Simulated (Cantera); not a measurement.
A closed system holds: 1 mol MgO, 1.3 mol SO₃, 6.6 mol H₂O, equilibrated at 827 °C and 750 Torr.

These are equilibrium values from Cantera (NASA tables, ideal gas, pure condensed phases), not measurements of a reactor. Candidate condensed phases: H₂O, H₂SO₄, Mg, MgO, Mg(OH)₂, MgS, MgSO₄, S; 26 gas species. Rates play no part.

Base state: H₂O 0.938, SO₂ 0.0392, O₂ 0.0196, SO₃ 0.00342 (mole fractions); condensed: MgSO₄(s).

Question: What changes in the equilibrium state with this change: temperature from 827 °C to 1650 °C?

Answer: 
```tsv
species	before	after
H₂O	0.938	0.769
SO₂	0.0392	0.152
O₂	0.0196	0.0753
Mg(OH)₂	<1e-9	1.59e-5
O	<1e-9	9.94e-5
H₂	8.83e-9	0.000442
SO	<1e-9	3.98e-5
H	<1e-9	1.98e-5
MgSO₄(s), mol	1.00	0
MgO(s), mol	0	1.000
```

Question: What changes in the equilibrium state with this change: pressure from 750 Torr to 52.5 Torr?

Answer: 
```tsv
species	before	after
H₂O	0.938	0.916
SO₂	0.0392	0.0548
O₂	0.0196	0.0274
SO₃	0.00342	0.00149
MgSO₄(s), mol	1.00	0.895
MgO(s), mol	0	0.105
```
Mutual solubility and eutectic melting of coexisting phases are not modelled.
